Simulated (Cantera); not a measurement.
A Cantera script and what it prints.

```python
import numpy as np
import cantera as ct

gas_names = [...]  # 123 gases of nasa_gas.yaml made of C, H, O, Si
cond_names = """
    C(gr) C6H6(L) C7H8(L) C8H18(L),n-octa H2O(s) H2O(L) Si(cr) Si(L) SiC(b) SiO2(Lqz) SiO2(hqz) SiO2(L)
""".split()


# ... load() reads the species with a 1 bar reference pressure and builds the phases ...
atoms = {
    'Si': {'Si': 1},
    'CO': {'C': 1, 'O': 1},
    'H2': {'H': 2},
}
top_T = {'C(gr)': 4500, 'SiC(b)': 3050}  # K; cautious upper limits of use, not melting points


# ... equilibrate(T, P, feed) seeds the gas with the atoms and calls Mixture.equilibrate('TP', solver="vcs", rtol=1e-11, max_steps=5000) ...
results = []
feed = {'Si': 1, 'CO': 1.4, 'H2': 8.9}  # mol
P = 44  # Pa
for T in [1175, 1225, 1275, 1325, 1375, 1425, 1475, 1525, 1575, 1625, 1675, 1725, 1775]:
    mix = equilibrate(T, P, feed)
    results.append((T, P, feed, dict(zip(mix.species_names, mix.species_moles))))

top = {s: max(r[3][s] / sum(r[3][g] for g in gas_names) for r in results) for s in gas_names}
cols = sorted((s for s in top if top[s] > 0.0001), key=lambda s: -top[s])[:5]
seen = [c for c in cond_names if any(r[3].get(c, 0) > 1e-12 for r in results)]
print("log10 of partial pressures in bar; condensed amounts in mol")
print(f"{'T/K':>10s}" + "".join(f"{s[:9]:>10s}" for s in cols + seen))
for T, P, feed, n in results:
    ng = sum(n[g] for g in gas_names)
    print(f"{T:10.4g}" + "".join(f"{np.log10(max(n[s] / ng * P / 1e5, 1e-99)):10.3f}" for s in cols)
          + "".join(f"{n.get(c, 0):10.4g}" for c in seen))
```

Result:

```
log10 of partial pressures in bar; condensed amounts in mol
       T/K        H2        CO       SiO         H        Si     C(gr)    SiC(b) SiO2(hqz)
      1175    -3.386    -4.544    -8.010    -8.604   -15.112    0.1725    0.6091    0.3907
      1225    -3.391    -4.475    -7.159    -8.202   -13.850         0    0.6662    0.3323
      1275    -3.392    -4.474    -6.355    -7.828   -12.646         0    0.6634    0.3269
      1325    -3.394    -4.468    -5.614    -7.483   -11.538         0    0.6488    0.2976
      1375    -3.407    -4.442    -4.936    -7.168   -10.524         0    0.5789    0.1579
      1425    -3.420    -4.415    -4.670    -6.876    -9.766         0       0.5         0
      1475    -3.420    -4.415    -4.671    -6.597    -9.171         0       0.5         0
      1525    -3.420    -4.415    -4.671    -6.336    -8.616         0       0.5         0
      1575    -3.421    -4.416    -4.671    -6.092    -8.096         0    0.4999         0
      1625    -3.421    -4.416    -4.671    -5.862    -7.608         0    0.4997         0
      1675    -3.422    -4.416    -4.672    -5.646    -7.150         0    0.4991         0
      1725    -3.424    -4.416    -4.674    -5.443    -6.720         0    0.4976         0
      1775    -3.427    -4.416    -4.679    -5.252    -6.315         0    0.4939         0
```

Method: chemical equilibrium by Gibbs-energy minimisation in Cantera with the NASA 1993 tables (ideal gas, pure condensed phases). Mutual solubility and eutectic melting of coexisting phases are not modelled. The tables hold silica as quartz up to 1696 K and as liquid above; real silica turns to tridymite and cristobalite and melts near 1996 K.
